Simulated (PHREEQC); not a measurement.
NaHCO3 is added in steps, without added water, to 1 kg of water holding 0.0048 mol Ni(NO3)2 and 0.0017 mol HCl, at 20 °C. Oxygen alone is held at its pressure in air (log pO2 = -0.68). No CO2 enters from the air. Only these solids could form: Ni(OH)2, NiCO3, Halite, Nahcolite, Natron.

Base run: PHREEQC, ion-association model, wateq4f.dat. Each further column changes one thing. The table gives pH.

```json
[
 {"NaHCO3 added (mol)": "0", "base": "2.82", "Ni(NO3)2 from 0.0048 to 0.048 mol/kgw": "2.86", "Ni(NO3)2 replaced by Ca(NO3)2 at the same molality": "2.82", "diluted 5-fold with water": "3.49", "no solid may form": "2.82"},
 {"NaHCO3 added (mol)": "0.00285", "base": "5.76", "Ni(NO3)2 from 0.0048 to 0.048 mol/kgw": "5.35", "Ni(NO3)2 replaced by Ca(NO3)2 at the same molality": "?", "diluted 5-fold with water": "6.59", "no solid may form": "5.76"},
 {"NaHCO3 added (mol)": "0.0057", "base": "6.08", "Ni(NO3)2 from 0.0048 to 0.048 mol/kgw": "5.63", "Ni(NO3)2 replaced by Ca(NO3)2 at the same molality": "?", "diluted 5-fold with water": "6.87", "no solid may form": "6.08"},
 {"NaHCO3 added (mol)": "0.00855", "base": "6.21", "Ni(NO3)2 from 0.0048 to 0.048 mol/kgw": "5.72", "Ni(NO3)2 replaced by Ca(NO3)2 at the same molality": "6.80", "diluted 5-fold with water": "7.06", "no solid may form": "6.21"},
 {"NaHCO3 added (mol)": "0.01045", "base": "6.29", "Ni(NO3)2 from 0.0048 to 0.048 mol/kgw": "5.75", "Ni(NO3)2 replaced by Ca(NO3)2 at the same molality": "6.78", "diluted 5-fold with water": "7.16", "no solid may form": "6.29"},
 {"NaHCO3 added (mol)": "0.0133", "base": "6.39", "Ni(NO3)2 from 0.0048 to 0.048 mol/kgw": "5.78", "Ni(NO3)2 replaced by Ca(NO3)2 at the same molality": "?", "diluted 5-fold with water": "7.26", "no solid may form": "6.39"},
 {"NaHCO3 added (mol)": "0.01615", "base": "6.48", "Ni(NO3)2 from 0.0048 to 0.048 mol/kgw": "5.80", "Ni(NO3)2 replaced by Ca(NO3)2 at the same molality": "6.78", "diluted 5-fold with water": "7.35", "no solid may form": "6.48"},
 {"NaHCO3 added (mol)": "0.019", "base": "6.57", "Ni(NO3)2 from 0.0048 to 0.048 mol/kgw": "5.82", "Ni(NO3)2 replaced by Ca(NO3)2 at the same molality": "6.80", "diluted 5-fold with water": "7.41", "no solid may form": "6.57"}
]
```

Question: Complete the blanks.

Answer: 
- 0.00285, Ni(NO3)2 replaced by Ca(NO3)2 at the same molality: 6.14
- 0.0057, Ni(NO3)2 replaced by Ca(NO3)2 at the same molality: 6.68
- 0.0133, Ni(NO3)2 replaced by Ca(NO3)2 at the same molality: 6.77

The database's nickel carbonate constants are estimates that later reviews lower a good deal.  Solids allowed in the column 'Ni(NO3)2 replaced by Ca(NO3)2 at the same molality': Calcite, Portlandite, Halite, Nahcolite, Natron.
